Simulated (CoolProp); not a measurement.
Carbonyl sulfide along the isotherm 421.1 K: fugacity coefficient from the reference equation and from simpler models built on Tc = 378.8 K, pc = 63.69 bar, ω = 0.098; each cubic takes its own stable root.

Computed with CoolProp (reference Helmholtz-energy equation of state, Lemmon 2006). It is a short technical equation, of lower accuracy than the large ones.

```json
[
 {"p (bar)": "1.58", "phase": "gas", "reference": "0.9940"},
 {"p (bar)": "3", "phase": "gas", "reference": "0.9887"},
 {"p (bar)": "5.68", "phase": "gas", "reference": "0.9786"},
 {"p (bar)": "10.8", "phase": "gas", "reference": "0.9595"},
 {"p (bar)": "20.4", "phase": "gas", "reference": "0.9241"},
 {"p (bar)": "38.7", "phase": "gas", "reference": "0.8576"},
 {"p (bar)": "73.4", "phase": "supercritical", "reference": "0.7347"},
 {"p (bar)": "139", "phase": "supercritical", "reference": "0.5331"},
 {"p (bar)": "264", "phase": "supercritical", "reference": "0.3826"},
 {"p (bar)": "500", "phase": "supercritical", "reference": "0.3275"}
]
```

**Question.** How far does each simpler model (van der Waals, Redlich-Kwong, Peng-Robinson) lie from the reference over these 10 states: mean and median of the absolute difference, and the worst?

**Answer.** 
- van der Waals: mean 3.6 %, median 0.5 %, worst +25.1 % at 421.1 K and 500 bar
- Redlich-Kwong: mean 1.1 %, median 0.3 %, worst +5.5 % at 421.1 K and 500 bar
- Peng-Robinson: mean 1.8 %, median 1.6 %, worst -4.7 % at 421.1 K and 500 bar
